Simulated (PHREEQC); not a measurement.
# Phosphoric acid bath

A solution holds 83 mmol/kgw KH2PO4, 37 mmol/kgw H2SO4 and 0.26 mmol/kgw NiSO4, at 25 °C. Closed to the air; pH follows from the charge balance.

Equilibrium calculation in PHREEQC: ion-association model, wateq4f.dat.

No solid was allowed to form.

Estimate the pH, ionic strength.

pH 1.92; ionic strength 0.116 mol/kgw.

In which forms is K present?

K+ 95 %, KSO4- 4.9 % of the K.

H3PO4, which wateq4f.dat lacks, is added to it with the constant of phreeqc.dat. The database has no phosphate complexes of Ni.
